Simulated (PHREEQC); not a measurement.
0.21 g of hydrous ferric oxide (600 m²/g; 0.2 weak and 0.005 strong sites per Fe, Dzombak-Morel constants, diffuse double layer) in 1 kg of water with 0.1 mol/kgw of an inert sodium salt and 7.4e-07 mol/kgw BaCl2, at 25 °C; the pH is set by adding NaOH or the inert anion's acid. Oxygen alone is held at its pressure in air (log pO2 = -0.68). The system is closed to CO2. No solid was allowed to form.

The numbers come from PHREEQC with the ion-association model, wateq4f.dat.

| pH | Ba sorbed (%) | surface charge σ (C/m²) | surface potential ψ (mV) |
|---|---|---|---|
| 3 | 0.0 | 0.363 | 153 |
| 3.5 | 0.0 | 0.350 | 151 |
| 4 | 0.0 | 0.321 | 147 |
| 4.5 | 0.0 | 0.273 | 138 |
| 5 | 0.0 | 0.215 | 126 |
| 5.5 | 0.0 | 0.159 | 111 |
| 6 | 0.1 | 0.111 | 93 |
| 6.5 | 0.3 | 0.074 | 74 |
| 7 | 1.6 | 0.045 | 52 |
| 7.5 | 8.9 | 0.022 | 29 |
| 8 | 38.6 | 0.004 | 5 |
| 8.5 | 80.0 | -0.014 | -19 |
| 9 | 96.0 | -0.034 | -42 |
| 9.5 | 99.2 | -0.060 | -64 |
| 10 | 99.8 | -0.093 | -85 |
| 10.5 | 100.0 | -0.136 | -103 |
| 11 | 100.0 | -0.189 | -119 |

The oxide is taken as insoluble; below pH 4 it would dissolve.
